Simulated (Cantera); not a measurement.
**Silicon oxide and oxynitride deposition: SiF4 + N2O + N2**

Feed: 1 mol SiF4, 8.2 mol N2O, 36 mol N2, at 1525 °C and 2300 Pa.

These are equilibrium values from Cantera (NASA tables, ideal gas, pure condensed phases), not measurements of a reactor. Candidate condensed phases: Si, SiO2, Si2N2O, Si3N4; 28 gas species. The tables' values for SiF3 are old estimates; treat these amounts as uncertain. The tables hold silica as quartz up to 1696 K and as liquid above; real silica turns to tridymite and cristobalite and melts near 1996 K. Equilibrium is a limit: real reactors are often held back by kinetics, nucleation or transport.

The x(N2) comes out as 0.895. The x(O2) comes out as 0.0817 and the x(SiF4) comes out as 0.0203. The x(NO) is 0.00274 and the x(O) is 0.000225. The x(F) is 3.15e-5 and the x(SiF3) is 1.42e-5. The n(SiO2(condensed)) is 0.000196 mol. The gas amount comes out as 49.31 mol and the log10 activity of Si(l) (absent) is -14.41.
